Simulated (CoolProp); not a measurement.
Nitrogen along the isobar 3.5 MPa: fugacity coefficient from the reference equation and from simpler models built on Tc = -147.0 °C, pc = 3.396 MPa, ω = 0.037; each cubic takes its own stable root.

Values from CoolProp's reference Helmholtz-energy equation of state, Span 2000.

| T (°C) | phase | reference | van der Waals | Redlich-Kwong | Soave-Redlich-Kwong | Peng-Robinson |
|---|---|---|---|---|---|---|
| -158.25 | liquid | … | 0.5338 | 0.4547 | 0.4527 | 0.4368 |
| -147.45 | liquid | 0.6446 | 0.6752 | 0.6437 | 0.6436 | 0.6209 |
| -136.55 | supercritical | 0.7412 | 0.7498 | 0.7357 | 0.7374 | 0.7129 |
| -125.75 | supercritical | 0.7975 | 0.7960 | 0.7912 | 0.7946 | 0.7700 |
| -114.85 | supercritical | 0.8392 | 0.8312 | 0.8327 | 0.8376 | 0.8135 |
| -104.05 | supercritical | 0.8708 | 0.8587 | 0.8642 | 0.8705 | 0.8472 |
| -93.25 | supercritical | 0.8955 | 0.8808 | 0.8890 | 0.8965 | 0.8741 |
| -82.35 | supercritical | 0.9154 | 0.8989 | 0.9089 | 0.9174 | 0.8960 |
| -71.55 | supercritical | 0.9314 | 0.9138 | … | 0.9341 | 0.9137 |
| -60.65 | supercritical | 0.9445 | … | 0.9380 | 0.9479 | 0.9285 |

### Question
Complete the blanks.

### Answer

- -158.25, reference: 0.4476
- -71.55, Redlich-Kwong: 0.9249
- -60.65, van der Waals: 0.9264
